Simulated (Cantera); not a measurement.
## Chlorosilane synthesis and conversion: SiCl4 + Cl2 + H2 + HCl

Input: 1 mol SiCl4, a varied amount of Cl2, 0.85 mol H2, 0.72 mol HCl, held at 698 K and 19.0 bar.

These are equilibrium values from Cantera (NASA tables, ideal gas, pure condensed phases), not measurements of a reactor. Candidate condensed phases: Si; 19 gas species. Kinetics and transport are ignored.

| n(Cl2) (mol) | x HCl | x Cl2 | x SiCl4 | x H2 | x SiHCl3 | x Cl |
|---|---|---|---|---|---|---|
| 0.5 | 0.560 | <1e-12 | 0.326 | 0.114 | 1.31e-5 | <1e-12 |
| 0.62 | 0.614 | <1e-12 | 0.313 | 0.0721 | 7.26e-6 | <1e-12 |
| 0.77 | 0.677 | <1e-12 | 0.299 | 0.0239 | 2.09e-6 | <1e-12 |
| 0.96 | 0.686 | 0.0312 | 0.283 | <1e-12 | <1e-12 | 2.52e-8 |
| 1.2 | 0.642 | 0.0928 | 0.265 | <1e-12 | <1e-12 | 4.35e-8 |
| 1.5 | 0.595 | 0.160 | 0.246 | <1e-12 | <1e-12 | 5.70e-8 |
| 1.8 | 0.554 | 0.217 | 0.229 | <1e-12 | <1e-12 | 6.65e-8 |
| 2.3 | 0.497 | 0.298 | 0.205 | <1e-12 | <1e-12 | 7.79e-8 |
| 2.8 | 0.451 | 0.363 | 0.186 | <1e-12 | <1e-12 | 8.60e-8 |
x: gas mole fraction; nothing condenses.

From 0.5 mol Cl2 to 2.8 mol Cl2 nothing is condensed. The main Si-bearing gas is SiCl4 throughout.
